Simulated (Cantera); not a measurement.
Charge: 1 mol borazine, 0.79 mol O2, 2.2 mol N2, at 0.133 bar.

Method: chemical equilibrium by Gibbs-energy minimisation in Cantera with the NASA 1993 tables (ideal gas, pure condensed phases). Candidate condensed phases: B, BN, B2O3, B3O3H3, H2O; 39 gas species. The feed counts by its element totals alone. Mutual solubility and eutectic melting of coexisting phases are not modelled. Gases not in the tables: H3BO3. Kinetics and transport are ignored.

Task: Which condensed phases are stable at each of these points (T (°C)): 1027, 1077, 1127, 1177, 1227, 1277, 1327, 1377, 1427, 1477, 1527, 1577, 1627, 1677?

Result: 
```tsv
T (°C)	condensed phases	B condensed (%)
1027	BN(s) + B2O3(l)	99.9
1077	BN(s) + B2O3(l)	99.9
1127	BN(s) + B2O3(l)	99.8
1177	BN(s) + B2O3(l)	99.6
1227	BN(s) + B2O3(l)	99.3
1277	BN(s) + B2O3(l)	98.9
1327	BN(s) + B2O3(l)	98.0
1377	BN(s) + B2O3(l)	96.6
1427	BN(s) + B2O3(l)	93.9
1477	BN(s) + B2O3(l)	89.1
1527	BN(s) + B2O3(l)	79.9
1577	BN(s)	63.4
1627	BN(s)	61.8
1677	BN(s)	59.9
```

From 1027 °C to 1527 °C the condensed part is BN(s) + B2O3(l). From 1577 °C to 1677 °C the condensed part is BN(s).
